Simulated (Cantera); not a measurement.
## Equilibrium for carbothermic reduction: Ta2O5 + C + CO

Feed: 1 mol Ta2O5, 0.68 mol C, 0.019 mol CO, equilibrated at 0.825 Torr.

Method: chemical equilibrium by Gibbs-energy minimisation in Cantera with the NASA 1993 tables (ideal gas, pure condensed phases). Candidate condensed phases: C, Ta, TaC, Ta2O5; 15 gas species. Mutual solubility and eutectic melting of coexisting phases are not modelled. Condensed phases not in the tables: Ta2C, N, O or C dissolved in the metal. The numbers say what is thermodynamically allowed, not how fast it happens.

```tsv
T (°C)	log p CO	log p TaO2	log p TaO	log p O	log p CO2	n Ta(s)	n Ta2O5(s)	n Ta2O5(l)
1652	-2.96	-6.57	-7.28	-10.12	-6.48	0.272	0.864	0
1702	-2.96	-6.17	-6.89	-9.67	-6.40	0.272	0.864	0
1752	-2.96	-5.79	-6.51	-9.24	-6.32	0.272	0.863	0
1802	-2.96	-5.44	-6.16	-8.84	-6.25	0.271	0	0.863
1852	-2.96	-5.13	-5.83	-8.47	-6.20	0.271	0	0.862
1902	-2.97	-4.83	-5.52	-8.12	-6.15	0.269	0	0.860
1952	-2.97	-4.55	-5.23	-7.78	-6.11	0.266	0	0.856
2002	-2.98	-4.28	-4.95	-7.46	-6.07	0.261	0	0.848
2052	-3.01	-4.03	-4.68	-7.15	-6.05	0.250	0	0.834
2102	-3.05	-3.78	-4.42	-6.85	-6.04	0.229	0	0.807
2152	-3.12	-3.55	-4.18	-6.57	-6.08	0.183	0	0.747
2202	-3.29	-3.33	-3.94	-6.30	-6.20	0.0528	0	0.579
2252	-3.37	-3.23	-4.07	-5.81	-6.01	0	0	0.456
```
log p: log10 of the partial pressure in bar; n: condensed amount in mol.

From 1652 °C to 1752 °C the condensed part is Ta(s) + Ta2O5(s). From 1802 °C to 2202 °C the condensed part is Ta(s) + Ta2O5(l). At 2252 °C the condensed part is Ta2O5(l). The main Ta-bearing gas is TaO2 throughout.
